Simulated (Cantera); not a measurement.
## Thermodynamics of silicon carbide growth, feed SiHCl3 + C2H4 + H2

A closed system holds: 1 mol SiHCl3, 0.01 mol C2H4, 5.2 mol H2, equilibrated at 7.50 Torr.

Cantera equilibrium calculation (NASA polynomials, part measured and part estimated; ideal gas, pure solids and liquids). Candidate condensed phases: C, C6H6, C7H8, C8H18, Si, SiC; 109 gas species. Mutual solubility and eutectic melting of coexisting phases are not modelled. The tables' values for SiCl3, SiCl are old estimates; treat these amounts as uncertain. Gases not in the tables: Si2H6 and higher silanes. Rates play no part.

| T (°C) | x H2 | x HCl | x SiCl2 | x SiCl3 | x SiCl4 | x H | x SiHCl3 | x SiCl | n Si(s) | n SiC(s) | n Si(l) |
|---|---|---|---|---|---|---|---|---|---|---|---|
| 1102 | 0.722 | 0.159 | 0.100 | 0.0112 | 0.00578 | 2.91e-5 | 0.00168 | 1.78e-6 | 0.132 | 0.0200 | 0 |
| 1152 | 0.717 | 0.161 | 0.109 | 0.00860 | 0.00267 | 5.78e-5 | 0.000930 | 4.38e-6 | 0.110 | 0.0200 | 0 |
| 1202 | 0.715 | 0.162 | 0.115 | 0.00645 | 0.00123 | 0.000110 | 0.000515 | 9.96e-6 | 0.0944 | 0.0200 | 0 |
| 1252 | 0.714 | 0.161 | 0.119 | 0.00482 | 0.000581 | 0.000200 | 0.000291 | 2.13e-5 | 0.0824 | 0.0200 | 0 |
| 1302 | 0.714 | 0.160 | 0.122 | 0.00363 | 0.000284 | 0.000351 | 0.000169 | 4.32e-5 | 0.0725 | 0.0200 | 0 |
| 1352 | 0.713 | 0.159 | 0.124 | 0.00277 | 0.000144 | 0.000596 | 0.000101 | 8.37e-5 | 0.0641 | 0.0200 | 0 |
| 1402 | 0.713 | 0.158 | 0.125 | 0.00214 | 7.55e-5 | 0.000981 | 6.17e-5 | 0.000155 | 0.0564 | 0.0200 | 0 |
| 1452 | 0.711 | 0.160 | 0.125 | 0.00169 | 4.27e-5 | 0.00157 | 3.92e-5 | 0.000266 | 0 | 0.0200 | 0.0645 |
| 1502 | 0.708 | 0.165 | 0.123 | 0.00135 | 2.53e-5 | 0.00243 | 2.56e-5 | 0.000432 | 0 | 0.0200 | 0.0782 |
| 1552 | 0.704 | 0.169 | 0.121 | 0.00110 | 1.54e-5 | 0.00370 | 1.71e-5 | 0.000683 | 0 | 0.0200 | 0.0903 |
x: gas mole fraction; n: condensed amount in mol.

From 1102 °C to 1402 °C the condensed part is Si(s) + SiC(s). From 1452 °C to 1552 °C the condensed part is Si(l) + SiC(s). The main Si-bearing gas is SiCl2 throughout. The share of Si in condensed phases is highest at 1102 °C (15.2 %) and lowest at 1402 °C (7.6 %).
